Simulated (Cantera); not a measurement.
An adiabatic, constant-volume homogeneous reactor starts with CO : H₂ : O₂ : N₂ = 1 : 0.033 : 1.23 : 4.62 (molar parts), at 1575 K and 1.00 bar.

Model: GRI-Mech 3.0 (53 species, 325 reactions), integrated in Cantera.

One state of this run: T (K) = 2634; P (bar) = 1.57; x CO = 0.0232; x H₂ = 9.02e-5; x O₂ = 0.108; x H = 0.000336; x NO₂ = 1.37e-5. x: mole fraction; the columns are a selection and need not sum to one.

**Question.** Which value of t (s) does it belong to?
A) 8.37e-5
B) 0.600
C) 2.76e-5
D) 0.000254

**Answer.** B, 0.600
